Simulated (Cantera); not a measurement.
What does this Cantera script print?

```python
import numpy as np
import cantera as ct

gas_names = """
    AL ALH ALN AL2 H H2 N NH NH2 NH3 N2 N2H2 N2H4
""".split()
cond_names = """
    AL(cr) AL(L) ALN(s)
""".split()


def load(file, names, dense=False):
    # The tables refer to 1 bar. Condensed volumes are neglected.
    table = {s.name: s for s in ct.Species.list_from_file(file)}
    out = []
    for n in names:
        d = dict(table[n].input_data)
        d["thermo"] = dict(d["thermo"], **{"reference-pressure": 1e5})
        if dense:
            d["equation-of-state"] = {"model": "constant-volume", "density": "1e6 g/cm^3"}
        out.append(ct.Species.from_dict(d))
    return out


gas = ct.Solution(thermo="ideal-gas", species=load("nasa_gas.yaml", gas_names))
cond = {s.name: ct.Solution(thermo="fixed-stoichiometry", species=[s], name=s.name)
        for s in load("nasa_condensed.yaml", cond_names, dense=True)}
atoms = {
    'Al': {'AL': 1},
    'NH3': {'N': 1, 'H': 3},
    'N2': {'N': 2},
}
top_T = {'ALN(s)': 2750}  # K; cautious upper limits of use, not melting points


def equilibrate(T, P, feed):
    n = {}
    for name, mol in feed.items():
        for a, k in atoms[name].items():
            n[a] = n.get(a, 0.0) + k * mol
    gas.TPX = T, P, n
    mass = sum(n.values()) * gas.mean_molecular_weight
    gas.equilibrate("TP")
    valid = [c for c in cond.values() if c.min_temp <= T <= top_T.get(c.name, c.max_temp)]
    mix = ct.Mixture([(gas, mass / gas.mean_molecular_weight)] + [(c, 0.0) for c in valid])
    mix.T, mix.P = T, P
    mix.equilibrate("TP", solver="vcs", rtol=1e-11, max_steps=5000)
    return mix


results = []
feed = {'Al': 1, 'NH3': 12, 'N2': 18}  # mol
T = 1498.15  # K
P = 250  # Pa
mix = equilibrate(T, P, feed)
results.append((T, P, feed, dict(zip(mix.species_names, mix.species_moles))))
print(gas.report(threshold=1e-05))
for i in range(1, mix.n_phases):
    print(f"{mix.phase(i).name:16s} {mix.phase_moles(i):12.5e} mol")
```

It prints:

```
       temperature   1498.2 K
          pressure   250 Pa
           density   0.00033589 kg/m^3
  mean mol. weight   16.736 kg/kmol
   phase of matter   gas

                          1 kg             1 kmol
                     ---------------   ---------------
          enthalpy        2.2389e+06        3.7471e+07  J
   internal energy        1.4946e+06        2.5014e+07  J
           entropy             16134        2.7002e+05  J/K
    Gibbs function       -2.1932e+07       -3.6705e+08  J
 heat capacity c_p            2014.4             33713  J/K
 heat capacity c_v            1517.6             25398  J/K

                      mass frac. Y      mole frac. X     chem. pot. / RT
                     ---------------   ---------------   ---------------
                 H        1.3655e-05        0.00022671           -12.713
                H2          0.052228           0.43357           -25.426
                N2           0.94776            0.5662           -32.568
     [  +10 minor]        1.0705e-06        6.7544e-07

AL(L)             0.00000e+00 mol
ALN(s)            9.99973e-01 mol
```

These are equilibrium values from Cantera (NASA tables, ideal gas, pure condensed phases), not measurements of a reactor.
